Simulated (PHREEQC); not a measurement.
Model water analysis in mg/L, 20 °C, pH 7.69, pe 9.4:

```json
[
 {"constituent": "Na", "mg/L": "26"},
 {"constituent": "K", "mg/L": "7.84"},
 {"constituent": "Ca", "mg/L": "13.1"},
 {"constituent": "Mg", "mg/L": "2.7"},
 {"constituent": "Cl", "mg/L": "11.5"},
 {"constituent": "S(6) as SO4", "mg/L": "32.1"},
 {"constituent": "Alkalinity as HCO3", "mg/L": "74.4"},
 {"constituent": "Li", "mg/L": "0.0751"},
 {"constituent": "N(5) as NO3", "mg/L": "0.198"},
 {"constituent": "Zn", "mg/L": "0.603"},
 {"constituent": "F", "mg/L": "1.19"}
]
```

Valence states are taken as typed.

All values are PHREEQC results (ion-association model, phreeqc.dat), not measurements.

Q: The ionic strength comes out as 0.00296 mol/kgw. What activity coefficients do F-, SO4-2, CaHCO3+, NaSO4-, HCO3- get?

A: F- 0.94, SO4-2 0.79, CaHCO3+ 0.94, NaSO4- 0.94, HCO3- 0.94.

This is a speciation only: nothing precipitates in the calculation. The database's zinc carbonate complexes are estimates, stronger than later reviews accept.
